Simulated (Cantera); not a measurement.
A perfectly stirred reactor is fed with H2 : O2 : N2 = 1 : 1 : 3.76 (molar parts), equivalence ratio 0.50, at 0.780 bar; it is adiabatic with a 425 K inlet, and is followed from long to short residence time, starting on the burning branch (τ in s: 0.39, 0.17, 0.069, 0.029, 0.012, 0.0051, 0.0021, 0.00089, 0.00037, 0.00016, 6.5e-05).

Model: GRI-Mech 3.0 (53 species, 325 reactions), integrated in Cantera.

x: mole fraction; the columns are a selection and need not sum to one.

```
τ (s)    T (K)      x H2    x O2       x H    x HO2     x OH  x NO2     x NO
-------  -----  --------  ------  --------  -------  -------  -----  -------
0.39      1747   9.58e-5  0.0947   8.36e-6  1.10e-6  0.00110      ?  1.67e-5
0.17      1744  0.000161  0.0947   1.80e-5  1.59e-6  0.00141      ?  1.43e-5
0.069     1741  0.000289  0.0945   4.33e-5  2.57e-6  0.00188      ?  1.26e-5
0.029     1735  0.000511  0.0944  0.000103  4.21e-6  0.00247      ?  1.09e-5
0.012     1725  0.000911  0.0942  0.000247  6.93e-6  0.00324      ?  9.21e-6
0.0051    1710   0.00158  0.0939  0.000571  1.10e-5  0.00416      ?  8.23e-6
0.0021    1683   0.00274  0.0937   0.00133  1.70e-5  0.00521      ?  8.32e-6
0.00089   1642   0.00454  0.0937   0.00287  2.45e-5  0.00618      ?  9.37e-6
0.00037   1578   0.00740  0.0942   0.00589  3.37e-5  0.00682      ?  1.04e-5
0.00016   1488    0.0119  0.0960    0.0106  4.44e-5  0.00676      ?  9.76e-6
6.5e-5    1349    0.0229   0.102    0.0170  6.11e-5  0.00565      ?  5.86e-6
```

Some entries are withheld; supply them.


- 0.39, x NO2: 2.82e-8
- 0.17, x NO2: 2.40e-8
- 0.069, x NO2: 1.98e-8
- 0.029, x NO2: 1.51e-8
- 0.012, x NO2: 1.05e-8
- 0.0051, x NO2: 7.47e-9
- 0.0021, x NO2: 5.80e-9
- 0.00089, x NO2: 5.04e-9
- 0.00037, x NO2: 4.39e-9
- 0.00016, x NO2: 3.36e-9
- 6.5e-5, x NO2: 1.70e-9
